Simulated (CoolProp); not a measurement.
Vapour-liquid equilibrium of R22 (1) + R123 (2) at 303.5 K; x and y are mole fractions of (1).

The numbers come from the multi-fluid Helmholtz-energy mixture model, Kamei 1995 and Younglove 1994; pair parameters Bell 2016 in CoolProp.

| x | bubble pressure (MPa) | y at the bubble point | dew pressure at overall composition x (MPa) | liquid density (mol/L) |
|---|---|---|---|---|
| 0.05 | 0.1570 | 0.316 | 0.1164 | 9.647 |
| 0.2 | 0.3075 | 0.691 | 0.1363 | 10.16 |
| 0.35 | 0.4679 | 0.826 | 0.1643 | 10.72 |
| 0.5 | 0.6309 | 0.894 | 0.2068 | 11.30 |
| 0.65 | 0.7943 | 0.936 | 0.2786 | 11.93 |
| 0.8 | 0.9610 | 0.966 | 0.4260 | 12.59 |
| 0.95 | 1.139 | 0.992 | 0.8663 | 13.29 |

No azeotrope shows between x = 0.05 and 0.95.

Pair parameters are fitted to limited data, so mixtures are less certain than the pure fluids.
